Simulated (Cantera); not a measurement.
An adiabatic, constant-pressure homogeneous reactor starts with 11.8 % CH₄, 16.9 % O₂, 63.4 % N₂, 7.91 % H₂O, at 998 K and 2.76 atm.

Detailed kinetics in Cantera: GRI-Mech 3.0 (53 species, 325 reactions). Below about 1000 K GRI-Mech 3.0 lacks low-temperature oxidation paths.

Problem. Predict: time of steepest temperature rise; temperature at 2.00 s; equilibrium temperature; x(O₂) at 2.00 s; x(H₂O) at 2.00 s; x(NO₂) at 2.00 s.

Solution. 
- time of steepest temperature rise = 0.435 s
- temperature at 2.00 s = 2375 K
- equilibrium temperature = 2375 K
- x(O₂) at 2.00 s = 5.46e-5 (gas-phase equilibrium 5.46e-5)
- x(H₂O) at 2.00 s = 0.233 (gas-phase equilibrium 0.233)
- x(NO₂) at 2.00 s = 7.04e-9 (gas-phase equilibrium 7.04e-9)
